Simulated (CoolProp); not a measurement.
Cyclohexane along the isotherm 620 K: density (kg/m³) from the reference equation and from simpler models built on Tc = 553.6 K, pc = 4081 kPa, ω = 0.209; each cubic takes its own stable root.

Model: reference Helmholtz-energy equation of state, Zhou 2014, in CoolProp.

```
p (kPa)  phase  reference  ideal gas  van der Waals  Peng-Robinson
-------  -----  ---------  ---------  -------------  -------------
227        gas      3.756      3.706          3.753          3.762
453        gas      7.598      7.396            [?]          7.623
680        gas      11.57      11.10          11.55          11.62
907        gas      15.66      14.81          15.62          15.76
1130       gas        [?]      18.45          19.74          19.95
1360       gas      24.20      22.20          24.13          24.43
1590       gas      28.76      25.96          28.66          29.07
1810       gas      33.27        [?]          33.15          33.67
2040       gas      38.15        [?]            [?]          38.67
```

**Question.** Complete the blanks.

**Answer.** 
- 453, van der Waals: 7.589
- 1130, reference: 19.80
- 1810, ideal gas: 29.55
- 2040, ideal gas: 33.30
- 2040, van der Waals: 38.02
